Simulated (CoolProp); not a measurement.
Model: reference Helmholtz-energy equation of state, de Vries 1995, in CoolProp.

Question: Give the vapour pressure (MPa), liquid cp (kJ/(kg K)), liquid viscosity (µPa s) of saturated R124 at 92.35 °C.

Answer: 
```tsv
T (°C)	p (MPa)	liquid cp (kJ/(kg K))	liquid viscosity (µPa s)
92.35	2.04	1.51	107
```

Viscosity comes from a separate model (Bell 2016), an estimate that may be off by 10 % or more.
